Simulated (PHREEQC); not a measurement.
Solution (25 °C): 0.039 mol MnCl2 per kg of water. Closed to the air; pH follows from the charge balance.

Computed with PHREEQC (ion-association model, phreeqc.dat).

```tsv
quantity	before	after
pH	6.21	5.47
ionic strength (mol/kgw)	0.109	0.109
Mn+2 (mol/kgw)	0.0349	0.0352
MnCl+ (mol/kgw)	0.00402	0.00370
MnCl2 (mol/kgw)	7.47e-5	6.56e-5
```

Question: Which change was made?
A) diluted 10-fold with water
B) MnCl2 from 0.039 to 0.0585 mol/kgw
C) temperature from 25 to 75 °C
D) diluted 2-fold with water

Answer: C, temperature from 25 to 75 °C

This is a speciation only: nothing precipitates in the calculation. At this temperature some constants are extrapolated from 25 °C, and those without enthalpy data are left unchanged.
